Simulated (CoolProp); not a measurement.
A single-stage vapour-compression cycle with ethane: evaporating at 240.15 K (dew point), condensing at 288.15 K (bubble point), superheat 10 K, subcooling 5 K, compressor efficiency 0.9, no pressure losses. Each further row changes one setting.

The numbers come from the reference Helmholtz-energy equation of state, Bücker 2006 in CoolProp.

| case | cooling COP | pressure ratio | discharge temperature (K) | refrigerating effect (kJ/kg) | volumetric capacity (kJ/m³) |
|---|---|---|---|---|---|
| as stated | 3.14 | 3.48 | 323.8 | 277 | 4530 |
| evaporating temperature 245.15 K | 3.66 | 2.99 | 320.7 | 281 | 5330 |
| condensing temperature 283.15 K | 3.70 | 3.11 | 316.6 | 295 | 4820 |
| subcooling 10 K | 3.36 | 3.48 | 323.8 | 296 | 4840 |
| superheat 20 K | 3.15 | 3.48 | 333.8 | 296 | 4550 |
| compressor efficiency 0.8 | 2.79 | 3.48 | 328.2 | 277 | 4530 |
